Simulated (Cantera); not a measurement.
Cantera run:

```python
import numpy as np
import cantera as ct

gas_names = """
    CO C2H2,acetylene CO2
""".split()
cond_names = """
    Fe(OH)2(s) Fe2O3(s)
""".split()


# ... load() reads the species with a 1 bar reference pressure and builds the phases ...
species = {s.name: s for s in load("nasa_gas.yaml", gas_names) + load("nasa_condensed.yaml", cond_names)}
# Each term lists the table entries of one substance; the one whose range holds T is used.
reactions = {
    '9 CO(g) + 2 Fe(OH)2 = 2 C2H2(g) + Fe2O3 + 5 CO2(g)':
        [(-9, ['CO']), (-2, ['Fe(OH)2(s)']), (2, ['C2H2,acetylene']), (1, ['Fe2O3(s)']), (5, ['CO2'])],
}


def pick(names, T):
    return next(species[n] for n in names if species[n].thermo.min_temp <= T <= species[n].thermo.max_temp)


results = []
for label, terms in reactions.items():
    print(label)
    print("     T/K   dH/kJ  dS/(J/K)   dG/kJ   log10 K")
    for T in [723, 798, 873, 948, 1023, 1098, 1173, 1248, 1323, 1398, 1473]:
        used = [(nu, pick(names, T)) for nu, names in terms]
        dH = sum(nu * s.thermo.h(T) for nu, s in used) / 1e6
        dS = sum(nu * s.thermo.s(T) for nu, s in used) / 1e3
        dG = dH - T * dS / 1e3
        logK = -dG * 1e6 / (ct.gas_constant * T * np.log(10))
        results.append((label, T, dH, dS, dG, logK, [s.name for _, s in used]))
        print(f"{T:8g} {dH:8.1f} {dS:8.1f} {dG:8.1f} {logK:8.2f}")
```

Result:

```
9 CO(g) + 2 Fe(OH)2 = 2 C2H2(g) + Fe2O3 + 5 CO2(g)
     T/K   dH/kJ  dS/(J/K)   dG/kJ   log10 K
     723   -202.7   -421.2    101.9    -7.36
     798   -201.4   -419.5    133.4    -8.73
     873   -199.7   -417.5    164.8    -9.86
     948   -198.0   -415.6    196.0   -10.80
    1023   -196.8   -414.4    227.2   -11.60
    1098   -196.0   -413.6    258.2   -12.28
    1173   -195.2   -412.9    289.2   -12.88
    1248   -194.4   -412.3    320.1   -13.40
    1323   -193.5   -411.6    351.0   -13.86
    1398   -192.4   -410.8    381.9   -14.27
    1473   -191.2   -410.0    412.7   -14.63
```

Cantera with NASA thermochemical tables; ideal gases at 1 bar, condensed phases pure. Condensed species are held in their standard states even where they would react or evaporate.
